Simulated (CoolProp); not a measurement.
Vapour-liquid equilibrium of propane (1) + sulfur dioxide (2) at 294.4 K; x and y are mole fractions of (1).

Values from CoolProp's multi-fluid Helmholtz-energy mixture model, Lemmon 2009 and Gao 2016; pair parameters Bell 2016.

| x | bubble pressure, mixture model (bar) | bubble pressure, Raoult's law (bar) | y, mixture model | y, Raoult's law |
|---|---|---|---|---|
| 0.05 | 6.627 | 3.712 | 0.477 | 0.116 |
| 0.15 | (withheld) | 4.231 | (withheld) | 0.306 |
| 0.25 | 9.791 | 4.751 | (withheld) | 0.455 |
| 0.35 | 9.824 | 5.270 | 0.658 | 0.574 |
| 0.45 | 9.824 | 5.789 | 0.658 | 0.672 |
| 0.55 | (withheld) | 6.308 | 0.666 | 0.754 |
| 0.65 | 9.954 | 6.827 | 0.686 | 0.823 |
| 0.75 | 9.953 | 7.346 | (withheld) | 0.882 |
| 0.85 | (withheld) | 7.865 | (withheld) | 0.934 |
| 0.95 | (withheld) | 8.384 | 0.910 | 0.979 |

Q: Complete the blanks.

A: 
- 0.15, bubble pressure, mixture model (bar): 9.250
- 0.15, y, mixture model: 0.632
- 0.25, y, mixture model: 0.657
- 0.55, bubble pressure, mixture model (bar): 9.880
- 0.75, y, mixture model: 0.725
- 0.85, bubble pressure, mixture model (bar): 9.745
- 0.85, y, mixture model: 0.793
- 0.95, bubble pressure, mixture model (bar): 9.153

The largest gap from Raoult's law is +118.6 % in bubble pressure, at x = 0.15. y crosses x between x = 0.65 and 0.75: the model has an azeotrope there.

The pair parameters rest on a limited set of measurements; away from them the model extrapolates. With so large a gap from Raoult's law the liquid may split in two, which this calculation doesn't test in full.
